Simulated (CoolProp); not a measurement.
Computed with CoolProp (reference Helmholtz-energy equation of state, Lemmon 2016).

Question: For R365MFC, give the phase and the density (kg/m³), expansivity (1/kK) at 136.65 °C and 712 kPa; 179.35 °C and 712 kPa.

Answer: 
- 136.65 °C and 712 kPa: gas; density 35.5, expansivity 3.94
- 179.35 °C and 712 kPa: gas; density 30.7, expansivity 2.97
